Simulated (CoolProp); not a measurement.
Ammonia at 293.15 K and 16 MPa flows at 0.9 m/s in a round tube of 10 mm bore and 15 µm roughness, fully developed (64/Re and Nu = 3.66 if laminar; Colebrook and Gnielinski if turbulent). Each further row changes one setting.

The numbers come from the reference Helmholtz-energy equation of state, Gao 2020 in CoolProp.

| case | Reynolds number | Darcy friction factor | pressure drop (Pa/m) | heat-transfer coefficient (W/(m² K)) | mass flow (kg/h) |
|---|---|---|---|---|---|
| as stated | 37200 | 0.0263 | 662 | 7180 | 159 |
| velocity 1.8 m/s | 74500 | 0.0243 | 2450 | 13500 | 317 |
| diameter 20 mm | 74500 | 0.0221 | 278 | 6180 | 634 |

Viscosity comes from a separate model (Fenghour 1995). Thermal conductivity comes from a separate model (Tufeu 1984).
